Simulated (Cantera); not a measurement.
Input: 1 mol PbO, 8.3 mol H₂, 1.2 mol N₂, at 24.8 Torr.

Method: chemical equilibrium by Gibbs-energy minimisation in Cantera with the NASA 1993 tables (ideal gas, pure condensed phases). Candidate condensed phases: H₂O, Pb, PbO, PbO₂, Pb₃O₄; 27 gas species. Equilibrium is a limit: real reactors are often held back by kinetics, nucleation or transport.

Q: Which condensed phases are stable at each of these points (T (°C)): 752, 852, 952, 1052, 1152, 1252, 1352?

A: 
```tsv
T (°C)	condensed phases	Pb condensed (%)
752	Pb(l)	99.2
852	Pb(l)	94.5
952	Pb(l)	72.3
1052	gas only	0.0
1152	gas only	0.0
1252	gas only	0.0
1352	gas only	0.0
```

From 752 °C to 952 °C the condensed part is Pb(l). From 1052 °C to 1352 °C nothing is condensed.
